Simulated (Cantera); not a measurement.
Charge: 1 mol PbO, a varied amount of H₂, equilibrated at 552 °C and 35.0 Pa.

Equilibrium computed with Cantera from the NASA thermochemical tables; the gas is ideal and each condensed phase is pure. Candidate condensed phases: H₂O, Pb, PbO, PbO₂, Pb₃O₄; 12 gas species. Kinetics and transport are ignored.

Task: At 1.1 mol H₂, list the 3 most abundant gas species with their mole fractions, and the condensed phases.

Result: H₂O 0.909, H₂ 0.0909, Pb 0.000410. Condensed: Pb(l).
